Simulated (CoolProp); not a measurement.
Properties of CH2F2 (R32) along the isotherm 108.35 °C.

Values from CoolProp's reference Helmholtz-energy equation of state, Tillner-Roth 1997.

```json
[
 {"p (bar)": "9.64", "phase": "gas", "Z": "0.9509", "cp (kJ/(kg K))": "1.030", "expansivity (1/kK)": "3.130", "conductivity (mW/(m K))": "22.1"},
 {"p (bar)": "19.3", "phase": "gas", "Z": "0.8995", "cp (kJ/(kg K))": "1.121", "expansivity (1/kK)": "3.772", "conductivity (mW/(m K))": "23.6"},
 {"p (bar)": "28.9", "phase": "gas", "Z": "0.8458", "cp (kJ/(kg K))": "1.234", "expansivity (1/kK)": "4.600", "conductivity (mW/(m K))": "25.2"},
 {"p (bar)": "38.6", "phase": "gas", "Z": "0.7883", "cp (kJ/(kg K))": "1.383", "expansivity (1/kK)": "5.726", "conductivity (mW/(m K))": "27.1"},
 {"p (bar)": "48.2", "phase": "gas", "Z": "0.7276", "cp (kJ/(kg K))": "1.587", "expansivity (1/kK)": "7.301", "conductivity (mW/(m K))": "29.6"},
 {"p (bar)": "57.8", "phase": "gas", "Z": "0.6619", "cp (kJ/(kg K))": "1.883", "expansivity (1/kK)": "9.654", "conductivity (mW/(m K))": "33.1"},
 {"p (bar)": "67.5", "phase": "supercritical", "Z": "0.5893", "cp (kJ/(kg K))": "2.353", "expansivity (1/kK)": "13.46", "conductivity (mW/(m K))": "38.3"},
 {"p (bar)": "77.1", "phase": "supercritical", "Z": "0.5111", "cp (kJ/(kg K))": "3.116", "expansivity (1/kK)": "19.67", "conductivity (mW/(m K))": "46.0"},
 {"p (bar)": "86.7", "phase": "supercritical", "Z": "0.4317", "cp (kJ/(kg K))": "4.147", "expansivity (1/kK)": "27.74", "conductivity (mW/(m K))": "56.3"}
]
```

Thermal conductivity comes from a separate model (Huber 2003), an estimate that may be off by 10 % or more.
